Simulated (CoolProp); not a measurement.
Computed with CoolProp (reference Helmholtz-energy equation of state, Setzmann 1991).

Question: For methane, give the phase and the speed of sound (m/s), conductivity (mW/(m K)), Prandtl number at -103.15 °C and 0.45 MPa; -19.05 °C and 0.45 MPa; -8.55 °C and 0.45 MPa.

Answer: 
- -103.15 °C and 0.45 MPa: gas; speed of sound 333, conductivity 18.7, Prandtl number 0.797
- -19.05 °C and 0.45 MPa: gas; speed of sound 414, conductivity 28.6, Prandtl number 0.748
- -8.55 °C and 0.45 MPa: gas; speed of sound 422, conductivity 29.9, Prandtl number 0.745

Viscosity comes from a separate model (Quiñones-Cisneros 2006). Thermal conductivity comes from a separate model (Friend 1989).
